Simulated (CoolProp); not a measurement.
Vapour-liquid equilibrium of R152A (1) + R227EA (2) at 0.273 MPa; x and y are mole fractions of (1).

The numbers come from the multi-fluid Helmholtz-energy mixture model, Outcalt 1996 and Lemmon 2016; pair parameters Bell 2016 in CoolProp.

```
x      bubble temperature, mixture model (°C)  bubble temperature, Raoult's law (°C)  y, mixture model  y, Raoult's law
-----  --------------------------------------  -------------------------------------  ----------------  ---------------
0.05                                      9.1                                    8.8             0.058            0.066
0.125                                     8.6                                    8.1             0.150            0.160
0.2                                       7.9                                    7.4             0.243            0.251
0.275                                     7.2                                    6.8             0.335            0.337
0.35                                      6.4                                    6.1             0.423            0.419
0.425                                     5.5                                    5.5             0.505            0.498
0.5                                       4.8                                    4.8             0.581            0.573
0.575                                     4.0                                    4.2             0.652            0.645
0.65                                      3.3                                    3.6             0.718            0.714
0.725                                     2.7                                    3.0             0.780            0.780
0.8                                       2.1                                    2.4             0.839            0.843
0.875                                     1.6                                    1.9             0.898            0.904
0.95                                      1.2                                    1.3             0.958            0.962
```

The largest gap from Raoult's law is +0.5 K in bubble temperature, at x = 0.2. No azeotrope shows between x = 0.05 and 0.95.

Pair parameters are fitted to limited data, so mixtures are less certain than the pure fluids. The gap from Raoult's law changes sign with composition, which may be real or a fault of the pair parameters; it wasn't checked against measurements.
